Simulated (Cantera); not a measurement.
What does this Cantera script print?

```python
import numpy as np
import cantera as ct

gas_names = """
    CL CL2 H HCL H2 Si SiCL SiCL2 SiCL3 SiCL4 SiH SiHCL3 SiH2 SiH2CL2 SiH3 SiH3CL SiH4 Si2 Si3
""".split()
cond_names = """
    Si(cr) Si(L)
""".split()


# ... load() reads the species with a 1 bar reference pressure and builds the phases ...
atoms = {
    'Si': {'Si': 1},
    'HCl': {'H': 1, 'CL': 1},
}
top_T = {}  # K; cautious upper limits of use, not melting points


# ... equilibrate(T, P, feed) seeds the gas with the atoms and calls Mixture.equilibrate('TP', solver="vcs", rtol=1e-11, max_steps=5000) ...
results = []
feed = {'Si': 1, 'HCl': 15}  # mol
T = 1000  # K
P = 82000  # Pa
mix = equilibrate(T, P, feed)
results.append((T, P, feed, dict(zip(mix.species_names, mix.species_moles))))
x = sorted(zip(gas.X, gas.species_names), reverse=True)
print(f"T = {T:g} K  P = {P:g} Pa  gas = {mix.phase_moles(0):.4g} mol")
print("   x: " + "  ".join(f"{s} {v:.3e}" for v, s in x if v > 0.001))
print("   condensed (mol): " + ("  ".join(f"{mix.phase(i).name} {mix.phase_moles(i):.4g}"
      for i in range(1, mix.n_phases) if mix.phase_moles(i) > 1e-12) or "none"))
```

Output:

```
T = 1000 K  P = 82000 Pa  gas = 14 mol
   x: HCL 7.858e-01  H2 1.428e-01  SiCL4 7.133e-02
   condensed (mol): none
```

Method: chemical equilibrium by Gibbs-energy minimisation in Cantera with the NASA 1993 tables (ideal gas, pure condensed phases).
